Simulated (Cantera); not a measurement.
Input: 1 mol CH₃SiCl₃, 0.81 mol HCl, 72 mol H₂, held at 0.280 bar.

Cantera equilibrium calculation (NASA polynomials, part measured and part estimated; ideal gas, pure solids and liquids). Candidate condensed phases: C, C₆H₆, C₇H₈, C₈H₁₈, Si, SiC; 109 gas species. The feed counts by its element totals alone. The tables' values for SiCl, SiCl₃ are old estimates; treat these amounts as uncertain. Gases not in the tables: Si₂H₆ and higher silanes. Kinetics and transport are ignored.

x: gas mole fraction; n: condensed amount in mol.

| T (K) | x H₂ | x HCl | x H | x C₂H₂ (acetylene) | x Si | x SiCl₂ | n SiC(s) |
|---|---|---|---|---|---|---|---|
| 1473 | 0.950 | 0.0498 | 2.33e-5 | ___ | 4.44e-10 | 0.000186 | 0.984 |
| 1573 | 0.950 | 0.0498 | 7.49e-5 | ___ | 4.34e-9 | 0.000196 | 0.984 |
| 1673 | 0.950 | 0.0498 | 0.000210 | ___ | 3.37e-8 | 0.000213 | 0.983 |
| 1773 | 0.949 | 0.0497 | 0.000524 | ___ | 2.38e-7 | 0.000262 | 0.980 |
| 1873 | 0.949 | 0.0495 | 0.00119 | ___ | 1.57e-6 | 0.000359 | 0.972 |
| 1973 | 0.948 | 0.0491 | 0.00248 | ___ | 9.06e-6 | 0.000505 | 0.959 |
| 2073 | 0.945 | 0.0485 | 0.00483 | ___ | 4.48e-5 | 0.000691 | 0.939 |
| 2173 | 0.941 | 0.0478 | 0.00885 | ___ | 0.000186 | 0.000888 | 0.904 |
| 2273 | 0.934 | 0.0470 | 0.0153 | ___ | 0.000643 | 0.00105 | 0.832 |
| 2373 | 0.922 | 0.0460 | 0.0253 | ___ | 0.00187 | 0.00113 | 0.668 |

**Question.** Some entries are withheld; supply them.

**Answer.** 
- 1473, x C₂H₂ (acetylene): 5.14e-7
- 1573, x C₂H₂ (acetylene): 3.68e-6
- 1673, x C₂H₂ (acetylene): 1.89e-5
- 1773, x C₂H₂ (acetylene): 6.11e-5
- 1873, x C₂H₂ (acetylene): 0.000132
- 1973, x C₂H₂ (acetylene): 0.000231
- 2073, x C₂H₂ (acetylene): 0.000371
- 2173, x C₂H₂ (acetylene): 0.000597
- 2273, x C₂H₂ (acetylene): 0.00103
- 2373, x C₂H₂ (acetylene): 0.00192
